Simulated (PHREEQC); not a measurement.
**Nickel, zinc or cadmium bath**

Solution (25 °C): 0.16 mol/kgw CdSO4, 0.024 mol/kgw NaCl and 0.054 mol/kgw H2SO4. It is in equilibrium with CO2 at log p = -1 (atm). Otherwise closed; pH follows from the charge balance.

Equilibrium calculation in PHREEQC: ion-association model, wateq4f.dat.

No solid was allowed to form.

Problem. What pH, activity of water, ionic strength does the model give?

Solution. pH 1.42; activity of water 0.994; ionic strength 0.353 mol/kgw.

Problem. In which forms is Na present?

Solution. Na+ 95 %, NaSO4- 5.3 % of the Na.

Complexes and solids missing from the database can't appear.
